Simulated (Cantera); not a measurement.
Input: 1 mol Si, 24 mol HCl, 42 mol N₂, held at 10.0 mbar.

Equilibrium computed with Cantera from the NASA thermochemical tables; the gas is ideal and each condensed phase is pure. Candidate condensed phases: NH₄Cl, Si, Si₃N₄; 28 gas species. The tables' values for SiCl₃ are old estimates; treat these amounts as uncertain. Rates play no part.

Question: At 1448 K, list the 5 most abundant gas species with their mole fractions, and the condensed phases.

Answer: N₂ 0.642, HCl 0.317, H₂ 0.0248, SiCl₄ 0.00793, SiCl₂ 0.00428. Condensed: gas only.
